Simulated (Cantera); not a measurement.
Feed: 1 mol Si3N4, 0.01 mol N2O, 34 mol H2, equilibrated at 2125 K and 0.100 bar.

Equilibrium computed with Cantera from the NASA thermochemical tables; the gas is ideal and each condensed phase is pure. Candidate condensed phases: H2O, Si, SiO2, Si2N2O, Si3N4; 35 gas species. The tables' values for SiN are old estimates; treat these amounts as uncertain. Gases not in the tables: Si2H6 and higher silanes. Equilibrium is a limit: real reactors are often held back by kinetics, nucleation or transport.

Base state: H2 0.931, N2 0.0554, H 0.0111, Si 0.00174, SiO 0.000276, SiH 0.000273, SiH2 0.000193, Si2N 2.98e-5 (mole fractions); condensed: Si(l).

Q: What changes in the equilibrium state with this change: pressure from 0.100 bar to 1.33 mbar?

A: 
```
species      before     after
----------  -------  --------
H2            0.931     0.789
H            0.0111    0.0884
Si          0.00174    0.0706
N2           0.0554    0.0492
Si2         2.39e-5  0.000527
Si3         4.82e-6   5.77e-5
Si(l), mol     2.90         0
```

Q: What changes in the equilibrium state with this change: N2O from 0.01 to 2.5 mol?

A: 
| species | before | after |
|---|---|---|
| H2 | 0.931 | 0.818 |
| N2 | 0.0554 | 0.109 |
| SiO | 0.000276 | 0.0605 |
| H | 0.0111 | 0.0104 |
| SiN | 2.54e-5 | 3.56e-5 |
| Si2N | 2.98e-5 | 4.19e-5 |
| SiH2 | 0.000193 | 0.000169 |
| SiH | 0.000273 | 0.000256 |
| Si | 0.00174 | 0.00174 |
| Si(l), mol | 2.90 | 0.403 |

Q: What changes in the equilibrium state with this change: temperature from 2125 K to 1148.15 K?

A: 
```csv
species,before,after
H2,0.931,1.000
N2,0.0554,0.000392
H,0.0111,2.27e-7
Si,0.00174,<1e-9
SiO,0.000276,<1e-9
SiH,0.000273,<1e-9
SiH2,0.000193,<1e-9
"Si(l), mol",2.90,0
"Si2N2O(s), mol",0,0.0100
"Si3N4(s), mol",0,0.993
```
Mutual solubility and eutectic melting of coexisting phases are not modelled.
